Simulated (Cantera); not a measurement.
A perfectly stirred reactor is fed with 30.3 % NO, 69.7 % N₂, at 6000 Pa; it is held at 2148 K, and followed from long to short residence time.

Cantera simulation using GRI-Mech 3.0 (53 species, 325 reactions); the numbers are that mechanism's predictions, not measurements.

**Question.** Predict: x(NO) at τ = 14.0 s; x(N₂) at τ = 14.0 s; x(O₂) at τ = 14.0 s; x(NO₂) at τ = 14.0 s; x(N₂O) at τ = 14.0 s; x(NO) at τ = 60.0 ms; x(N₂) at τ = 60.0 ms; x(O₂) at τ = 60.0 ms; x(NO₂) at τ = 60.0 ms; x(N₂O) at τ = 60.0 ms.

**Answer.** 
| Item | Value |
|---|---|
| x(NO) at τ = 14.0 s | 0.0335 |
| x(N₂) at τ = 14.0 s | 0.830 |
| x(O₂) at τ = 14.0 s | 0.133 |
| x(NO₂) at τ = 14.0 s | 8.94e-6 |
| x(N₂O) at τ = 14.0 s | 4.57e-7 |
| x(NO) at τ = 60.0 ms | 0.297 |
| x(N₂) at τ = 60.0 ms | 0.700 |
| x(O₂) at τ = 60.0 ms | 0.00273 |
| x(NO₂) at τ = 60.0 ms | 1.56e-5 |
| x(N₂O) at τ = 60.0 ms | 3.79e-5 |
